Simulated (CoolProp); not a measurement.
n-decane along the isotherm 305.85 °C: density (kg/m³) from the reference equation and from simpler models built on Tc = 344.5 °C, pc = 2101 kPa, ω = 0.488; each cubic takes its own stable root.

Values from CoolProp's reference Helmholtz-energy equation of state, Lemmon 2006. It is a short technical equation, of lower accuracy than the large ones.

```csv
p (kPa),phase,reference,van der Waals,Redlich-Kwong,Soave-Redlich-Kwong
808,gas,30.27,28.22,29.15,29.61
1620,liquid,445.0,236.1,317.3,348.0
2420,liquid,457.9,264.7,343.9,366.1
3230,liquid,467.8,279.7,361.8,380.0
4040,liquid,476.0,290.4,375.6,391.2
4850,liquid,482.9,298.8,386.8,400.8
5660,liquid,489.0,305.7,396.5,409.1
6470,liquid,494.5,311.7,404.9,416.6
7270,liquid,499.4,316.8,412.4,423.2
8080,liquid,504.0,321.4,419.2,429.2
8890,liquid,508.2,325.6,425.4,434.9
9700,liquid,512.1,329.4,431.1,440.0
10500,liquid,515.8,332.9,436.3,444.8
```
